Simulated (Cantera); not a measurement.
What does this Cantera script print?

```python
import numpy as np
import cantera as ct

gas = ct.Solution("gri30.yaml")
gas.TPX = 598, 160000, {'CH4': 1, 'C2H6': 1, 'C3H8': 0.16, 'O2': 7.24, 'N2': 27.2}
inlet = ct.Reservoir(gas, clone=True)
gas.equilibrate("HP")  # start burning
reactor = ct.IdealGasConstPressureReactor(gas, energy="on", clone=False)
exhaust = ct.Reservoir(gas, clone=True)
tau = [0.034, 0.016, 0.0078, 0.0037, 0.0018, 0.00086, 0.00041, 0.0002, 9.4e-05, 4.5e-05, 2.2e-05, 1e-05][0]
for a, b in ((inlet, reactor), (reactor, exhaust)):
    ct.MassFlowController(a, b, mdot=lambda t: reactor.mass / tau)
net = ct.ReactorNet([reactor])
show = ['CH4', 'C2H6', 'C3H8', 'CH2', 'HCN', 'H2O2']

rows = []
print(f"{'tau/s':>10s}{'T/K':>9s}" + "".join(f"{s:>11s}" for s in show))
for tau in [0.034, 0.016, 0.0078, 0.0037, 0.0018, 0.00086, 0.00041, 0.0002, 9.4e-05, 4.5e-05, 2.2e-05, 1e-05]:
    net.initial_time = 0.0
    net.advance(30 * tau)
    before = gas.X
    net.advance(40 * tau)
    drift = np.max(np.abs(gas.X - before) / (gas.X + 1e-9))
    rows.append([gas.T, *gas[show].X, drift])
    print(f"{tau:10.3e}{gas.T:9.1f}" + "".join(f"{x:11.3e}" for x in gas[show].X))
```

It prints:

```
     tau/s      T/K        CH4       C2H6       C3H8        CH2        HCN       H2O2
 3.400e-02   2298.9  1.433e-06  1.650e-07  3.187e-08  1.290e-07  2.322e-07  1.366e-07
 1.600e-02   2289.0  2.707e-06  3.422e-07  6.437e-08  2.502e-07  2.824e-07  1.399e-07
 7.800e-03   2271.5  4.733e-06  6.786e-07  1.224e-07  4.461e-07  3.143e-07  1.467e-07
 3.700e-03   2242.7  8.147e-06  1.358e-06  2.307e-07  7.666e-07  3.366e-07  1.619e-07
 1.800e-03   2204.7  1.368e-05  2.605e-06  4.146e-07  1.236e-06  3.639e-07  1.881e-07
 8.600e-04   2156.5  2.375e-05  5.019e-06  7.490e-07  1.967e-06  4.176e-07  2.287e-07
 4.100e-04   2100.7  4.303e-05  9.713e-06  1.373e-06  3.113e-06  5.176e-07  2.850e-07
 2.000e-04   2040.7  8.110e-05  1.888e-05  2.566e-06  4.940e-06  6.852e-07  3.577e-07
 9.400e-05   1970.7  1.742e-04  4.074e-05  5.385e-06  8.498e-06  1.007e-06  4.606e-07
 4.500e-05   1885.3  4.575e-04  1.049e-04  1.368e-05  1.675e-05  1.721e-06  6.128e-07
 2.200e-05    598.0  2.732e-02  2.732e-02  4.372e-03 -7.372e-33  7.243e-20  2.343e-18
 1.000e-05    598.0  2.732e-02  2.732e-02  4.372e-03  1.256e-34  2.204e-23  7.159e-22
```

Detailed kinetics in Cantera: GRI-Mech 3.0 (53 species, 325 reactions).
